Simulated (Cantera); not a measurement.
Si + HCl + H₂ (chlorosilane synthesis and conversion)

Charge: 1 mol Si, 0.5 mol HCl, 5.2 mol H₂, at 10000 Pa.

Equilibrium computed with Cantera from the NASA thermochemical tables; the gas is ideal and each condensed phase is pure. Candidate condensed phases: Si; 19 gas species. The tables' values for SiCl₃ are old estimates; treat these amounts as uncertain. Rates play no part.

```csv
T (K),x H₂,x HCl,x SiCl₄,x SiCl₂,x SiHCl₃,x SiCl₃,x SiH₂Cl₂,n Si(s)
523,0.975,5.11e-6,0.0151,7.24e-12,0.00974,4.17e-9,0.000239,0.861
623,0.975,7.39e-5,0.0153,2.80e-9,0.00935,2.10e-7,0.000307,0.861
723,0.975,0.000504,0.0155,2.04e-7,0.00894,3.55e-6,0.000358,0.862
823,0.974,0.00213,0.0153,5.11e-6,0.00848,2.96e-5,0.000394,0.865
923,0.970,0.00645,0.0146,6.16e-5,0.00783,0.000149,0.000411,0.872
1023,0.964,0.0152,0.0127,0.000429,0.00678,0.000507,0.000402,0.884
1123,0.953,0.0292,0.00913,0.00188,0.00512,0.00118,0.000352,0.901
1223,0.940,0.0450,0.00459,0.00524,0.00296,0.00174,0.000255,0.916
1323,0.931,0.0558,0.00139,0.00914,0.00118,0.00152,0.000143,0.924
1423,0.927,0.0595,0.000307,0.0115,0.000372,0.000945,6.85e-5,0.925
```
x: gas mole fraction; n: condensed amount in mol.

From 523 K to 1423 K the condensed part is Si(s). The main Si-bearing gas is SiCl₄ at 523 K and SiCl₂ at 1423 K.
